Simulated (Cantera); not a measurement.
An adiabatic, constant-volume homogeneous reactor starts with 7.80 % CO, 2.03 % H₂, 3.20 % CH₄, 18.3 % O₂, 68.6 % N₂, 0.133 % CO₂, equivalence ratio 0.62, at 1500 K and 3830 Torr.

Model: GRI-Mech 3.0 (53 species, 325 reactions), integrated in Cantera.

One state of this run: T (K) = 2829; P (bar) = 9.32; x CO = 0.0205; x H₂ = 0.00238; x CH₄ = <1e-12; x N₂O = 3.30e-6; x C₂H₆ = <1e-12. x: mole fraction; the columns are a selection and need not sum to one.

Task: Which value of t (s) does it belong to?
(A) 1.00e-6
(B) 3.16e-6
(C) 3.16e-5
(D) 0.316

Result: D, 0.316
